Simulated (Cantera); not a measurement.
Input (Python, Cantera) and output of one run.

```python
import numpy as np
import cantera as ct

gas_names = """
    AL ALCL ALCL2 ALCL3 ALN AL2 AL2CL6 CL CL2 N N2
""".split()
cond_names = """
    AL(cr) AL(L) ALCL3(s) ALCL3(L) ALN(s)
""".split()


def load(file, names, dense=False):
    # The tables refer to 1 bar. Condensed volumes are neglected.
    table = {s.name: s for s in ct.Species.list_from_file(file)}
    out = []
    for n in names:
        d = dict(table[n].input_data)
        d["thermo"] = dict(d["thermo"], **{"reference-pressure": 1e5})
        if dense:
            d["equation-of-state"] = {"model": "constant-volume", "density": "1e6 g/cm^3"}
        out.append(ct.Species.from_dict(d))
    return out


gas = ct.Solution(thermo="ideal-gas", species=load("nasa_gas.yaml", gas_names))
cond = {s.name: ct.Solution(thermo="fixed-stoichiometry", species=[s], name=s.name)
        for s in load("nasa_condensed.yaml", cond_names, dense=True)}
atoms = {
    'Al': {'AL': 1},
    'Cl2': {'CL': 2},
    'N2': {'N': 2},
}
top_T = {'ALN(s)': 2750}  # K; cautious upper limits of use, not melting points


def equilibrate(T, P, feed):
    n = {}
    for name, mol in feed.items():
        for a, k in atoms[name].items():
            n[a] = n.get(a, 0.0) + k * mol
    gas.TPX = T, P, n
    mass = sum(n.values()) * gas.mean_molecular_weight
    gas.equilibrate("TP")
    valid = [c for c in cond.values() if c.min_temp <= T <= top_T.get(c.name, c.max_temp)]
    mix = ct.Mixture([(gas, mass / gas.mean_molecular_weight)] + [(c, 0.0) for c in valid])
    mix.T, mix.P = T, P
    mix.equilibrate("TP", solver="vcs", rtol=1e-11, max_steps=5000)
    return mix


results = []
feed = {'Al': 1, 'Cl2': 1.8, 'N2': 2.1}  # mol
P = 1000  # Pa
for T in [800, 850, 900, 950, 1000, 1050, 1100, 1150, 1200, 1250, 1300, 1350, 1400, 1450]:
    mix = equilibrate(T, P, feed)
    results.append((T, P, feed, dict(zip(mix.species_names, mix.species_moles))))

top = {s: max(r[3][s] / sum(r[3][g] for g in gas_names) for r in results) for s in gas_names}
cols = sorted((s for s in top if top[s] > 0.0001), key=lambda s: -top[s])[:9]
seen = [c for c in cond_names if any(r[3].get(c, 0) > 1e-12 for r in results)]
print("log10 of partial pressures in bar; condensed amounts in mol")
print(f"{'T/K':>10s}" + "".join(f"{s[:9]:>10s}" for s in cols + seen))
for T, P, feed, n in results:
    ng = sum(n[g] for g in gas_names)
    print(f"{T:10.4g}" + "".join(f"{np.log10(max(n[s] / ng * P / 1e5, 1e-99)):10.3f}" for s in cols)
          + "".join(f"{n.get(c, 0):10.4g}" for c in seen))
```

Result:

```
log10 of partial pressures in bar; condensed amounts in mol
       T/K        N2     ALCL3       CL2        CL    AL2CL6
       800    -2.208    -2.539    -3.053    -6.556    -4.553
       850    -2.209    -2.534    -3.054    -6.081    -4.997
       900    -2.209    -2.533    -3.055    -5.659    -5.394
       950    -2.209    -2.532    -3.056    -5.280    -5.749
      1000    -2.209    -2.532    -3.057    -4.939    -6.066
      1050    -2.210    -2.532    -3.061    -4.632    -6.352
      1100    -2.210    -2.533    -3.066    -4.353    -6.610
      1150    -2.211    -2.533    -3.076    -4.100    -6.845
      1200    -2.212    -2.534    -3.092    -3.871    -7.059
      1250    -2.214    -2.536    -3.116    -3.666    -7.257
      1300    -2.216    -2.539    -3.153    -3.483    -7.439
      1350    -2.220    -2.542    -3.205    -3.322    -7.609
      1400    -2.224    -2.546    -3.278    -3.185    -7.767
      1450    -2.228    -2.550    -3.375    -3.072    -7.915
```

Equilibrium computed with Cantera from the NASA thermochemical tables; the gas is ideal and each condensed phase is pure.
